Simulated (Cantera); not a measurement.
Gas-phase reforming

A perfectly stirred reactor is fed with CH4 : H2O : H2 = 1 : 0.66 : 0.07 (molar parts), at 3680 Torr; it is held at 1875 K, and followed from long to short residence time.

Computed with Cantera and GRI-Mech 3.0 (53 species, 325 reactions). GRI-Mech 3.0 stops at C3 and has no aromatics, soot or wall deposition, so with more carbon than oxygen in the feed, carbon stays in small species such as C2H2 where larger ones or solid carbon would form.

| τ (s) | x CH4 | x H2O | x H2 | x C2H4 | x O2 | x HO2 | x CH2 |
|---|---|---|---|---|---|---|---|
| 27 | 0.0209 | 0.000875 | 0.738 | 0.00200 | <1e-12 | <1e-12 | 6.05e-8 |
| 8.1 | 0.0213 | 0.00280 | 0.736 | 0.00205 | <1e-12 | <1e-12 | 6.25e-8 |
| 2.5 | 0.0224 | 0.00830 | 0.732 | 0.00217 | <1e-12 | <1e-12 | 6.84e-8 |
| 0.76 | 0.0252 | 0.0222 | 0.719 | 0.00247 | 1.37e-12 | <1e-12 | 8.47e-8 |
| 0.23 | 0.0311 | 0.0502 | 0.694 | 0.00302 | 6.83e-12 | <1e-12 | 1.23e-7 |
| 0.072 | 0.0418 | 0.0938 | 0.654 | 0.00379 | 2.33e-11 | <1e-12 | 1.99e-7 |
| 0.022 | 0.0609 | 0.151 | 0.597 | 0.00458 | 6.11e-11 | <1e-12 | 3.28e-7 |
| 0.0067 | 0.0947 | 0.209 | 0.528 | 0.00517 | 1.25e-10 | <1e-12 | 5.08e-7 |
| 0.0021 | 0.151 | 0.256 | 0.451 | 0.00586 | 2.08e-10 | <1e-12 | 7.16e-7 |
| 0.00063 | 0.239 | 0.293 | 0.355 | 0.00796 | 3.24e-10 | 1.05e-12 | 9.82e-7 |
| 0.00019 | 0.350 | 0.328 | 0.245 | 0.0125 | 4.51e-10 | 1.29e-12 | 1.32e-6 |
x: mole fraction; the columns are a selection and need not sum to one.
